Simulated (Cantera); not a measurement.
Input (Python, Cantera) and output of one run.

```python
import numpy as np
import cantera as ct

gas_names = """
    B BH BH2 BH3 BN B2 H H2 N NH NH2 NH3 N2 N2H2 N2H4
""".split()
cond_names = """
    B(b) B(L) BN(s)
""".split()


def load(file, names, dense=False):
    # The tables refer to 1 bar. Condensed volumes are neglected.
    table = {s.name: s for s in ct.Species.list_from_file(file)}
    out = []
    for n in names:
        d = dict(table[n].input_data)
        d["thermo"] = dict(d["thermo"], **{"reference-pressure": 1e5})
        if dense:
            d["equation-of-state"] = {"model": "constant-volume", "density": "1e6 g/cm^3"}
        out.append(ct.Species.from_dict(d))
    return out


gas = ct.Solution(thermo="ideal-gas", species=load("nasa_gas.yaml", gas_names))
cond = {s.name: ct.Solution(thermo="fixed-stoichiometry", species=[s], name=s.name)
        for s in load("nasa_condensed.yaml", cond_names, dense=True)}
atoms = {
    'B2H6': {'B': 2, 'H': 6},
    'NH3': {'N': 1, 'H': 3},
    'N2': {'N': 2},
}
top_T = {'BN(s)': 3200}  # K; cautious upper limits of use, not melting points


def equilibrate(T, P, feed):
    n = {}
    for name, mol in feed.items():
        for a, k in atoms[name].items():
            n[a] = n.get(a, 0.0) + k * mol
    gas.TPX = T, P, n
    mass = sum(n.values()) * gas.mean_molecular_weight
    gas.equilibrate("TP")
    valid = [c for c in cond.values() if c.min_temp <= T <= top_T.get(c.name, c.max_temp)]
    mix = ct.Mixture([(gas, mass / gas.mean_molecular_weight)] + [(c, 0.0) for c in valid])
    mix.T, mix.P = T, P
    mix.equilibrate("TP", solver="vcs", rtol=1e-11, max_steps=5000)
    return mix


results = []
feed = {'B2H6': 1, 'NH3': 7.6, 'N2': 0.14}  # mol
T = 1998  # K
for P in [10, 28, 77, 220, 600, 1700, 4600, 13000, 36000, 100000]:
    mix = equilibrate(T, P, feed)
    results.append((T, P, feed, dict(zip(mix.species_names, mix.species_moles))))

top = {s: max(r[3][s] / sum(r[3][g] for g in gas_names) for r in results) for s in gas_names}
cols = sorted((s for s in top if top[s] > 0.001), key=lambda s: -top[s])[:9]
seen = [c for c in cond_names if any(r[3].get(c, 0) > 1e-12 for r in results)]
print("log10 of partial pressures in bar; condensed amounts in mol")
print(f"{'P/Pa':>10s}" + "".join(f"{s[:9]:>10s}" for s in cols + seen))
for T, P, feed, n in results:
    ng = sum(n[g] for g in gas_names)
    print(f"{P:10.4g}" + "".join(f"{np.log10(max(n[s] / ng * P / 1e5, 1e-99)):10.3f}" for s in cols)
          + "".join(f"{n.get(c, 0):10.4g}" for c in seen))
```

Output:

```
log10 of partial pressures in bar; condensed amounts in mol
      P/Pa        H2        N2         H         B      B(b)     BN(s)
        10    -4.176    -4.698    -4.883    -6.890     1.968         0
        28    -3.700    -4.239    -4.645    -6.890     1.985         0
        77    -3.220    -3.895    -4.405    -6.913         0     1.991
       220    -2.753    -3.435    -4.171    -7.143         0     1.996
       600    -2.312    -2.996    -3.951    -7.363         0     1.998
      1700    -1.856    -2.543    -3.723    -7.589         0     1.999
      4600    -1.421    -2.109    -3.505    -7.806         0     1.999
   1.3e+04    -0.969    -1.658    -3.279    -8.032         0         2
   3.6e+04    -0.526    -1.215    -3.058    -8.253         0         2
     1e+05    -0.081    -0.771    -2.835    -8.475         0         2
```

Cantera equilibrium calculation (NASA polynomials, part measured and part estimated; ideal gas, pure solids and liquids). The feed counts by its element totals alone. The tables' values for BH2 are old estimates; treat these amounts as uncertain.
